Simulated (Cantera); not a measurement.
Charge: 1 mol n-butane, 1.3 mol NH3, 3.5 mol H2, equilibrated at 0.0250 bar.

Equilibrium computed with Cantera from the NASA thermochemical tables; the gas is ideal and each condensed phase is pure. Candidate condensed phases: C, C6H6, C7H8, C8H18; 92 gas species. Kinetics and transport are ignored.

Over these rows the condensed part is C(graphite). Partial pressures as log10 of bar:

```
T (K)  1000/T (1/K)  log p CH4  log p H2  log p N2
-----  ------------  ---------  --------  --------
948          1.0549      -4.03     -1.63     -2.83
1048         0.9542      -4.49     -1.63     -2.83
1148         0.8711      -4.88     -1.63     -2.83
1248         0.8013      -5.21     -1.63     -2.83
1348         0.7418      -5.49     -1.63     -2.83
1448         0.6906          ?     -1.63     -2.84
```

Task: Fit log p(CH4) = a + b·(1000/T) to the five rows, give the apparent enthalpy, and predict the row at 1448 K.

Result: Means: 1000/T = 0.8847, log p = -4.820. Sxy = 0.286478, Sxx = 0.0613592, so b = 4.67 and a = -4.820 − (4.67)×0.8847 = -8.95.
Apparent enthalpy: −19.145 × (4.67) = -89 kJ/mol. With the condensed phases at unit activity, C(graphite) + 2 H2(g) = CH4(g) links this pressure to the main gases: over the six rows their terms move log p by +0.00 in all, so the slope is close to that reaction's ΔH°. The five rows lie within 0.01 of the line.
Prediction at 1448 K: -8.95 + (4.67)×0.6906 = -5.72. The computed value is -5.73, 0.01 from the line.
